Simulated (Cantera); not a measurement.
**Low-pressure radical oxidation in H2/O2**

An isothermal, constant-pressure homogeneous reactor starts with H2 : O2 = 0.031 : 1 (molar parts), equivalence ratio 0.015, at 1250 K and 1.80 Torr.

Detailed kinetics in Cantera: GRI-Mech 3.0 (53 species, 325 reactions). Radical loss at walls, strong at low pressure, is not modelled.

```json
[
 {"t (s)": "0.00100", "x H2": "0.0301", "x O2": "0.970", "x OH": "1.10e-8", "x HO2": "1.19e-8", "x H": "5.97e-9", "x H2O": "7.60e-9"},
 {"t (s)": "0.00315", "x H2": "0.0301", "x O2": "0.970", "x OH": "1.45e-7", "x HO2": "3.76e-8", "x H": "5.96e-8", "x H2O": "2.22e-7"},
 {"t (s)": "0.00990", "x H2": "0.0298", "x O2": "0.970", "x OH": "0.000122", "x HO2": "1.64e-7", "x H": "4.95e-5", "x H2O": "0.000222"},
 {"t (s)": "0.0312", "x H2": "0.000361", "x O2": "0.944", "x OH": "0.00263", "x HO2": "3.60e-7", "x H": "0.00315", "x H2O": "0.0268"},
 {"t (s)": "0.0981", "x H2": "0.000328", "x O2": "0.944", "x OH": "0.00254", "x HO2": "3.53e-7", "x H": "0.00297", "x H2O": "0.0270"},
 {"t (s)": "0.309", "x H2": "0.000302", "x O2": "0.946", "x OH": "0.00244", "x HO2": "3.43e-7", "x H": "0.00260", "x H2O": "0.0273"},
 {"t (s)": "0.972", "x H2": "0.000236", "x O2": "0.952", "x OH": "0.00216", "x HO2": "3.15e-7", "x H": "0.00176", "x H2O": "0.0280"},
 {"t (s)": "3.06", "x H2": "0.000122", "x O2": "0.961", "x OH": "0.00156", "x HO2": "2.41e-7", "x H": "0.000627", "x H2O": "0.0292"},
 {"t (s)": "9.62", "x H2": "3.16e-5", "x O2": "0.967", "x OH": "0.000797", "x HO2": "1.22e-7", "x H": "8.09e-5", "x H2O": "0.0300"},
 {"t (s)": "30.3", "x H2": "4.90e-6", "x O2": "0.969", "x OH": "0.000314", "x HO2": "3.68e-8", "x H": "4.90e-6", "x H2O": "0.0304"},
 {"t (s)": "95.3", "x H2": "7.11e-7", "x O2": "0.969", "x OH": "0.000120", "x HO2": "9.31e-9", "x H": "2.71e-7", "x H2O": "0.0305"},
 {"t (s)": "300", "x H2": "1.27e-7", "x O2": "0.969", "x OH": "5.06e-5", "x HO2": "5.27e-9", "x H": "2.04e-8", "x H2O": "0.0305"}
]
```
x: mole fraction; the columns are a selection and need not sum to one.

Equilibrium at this temperature and pressure: H2 2.20e-8, O2 0.969, OH 2.11e-5, HO2 8.81e-9, H 1.47e-9, H2O 0.0305 (gas phase only).
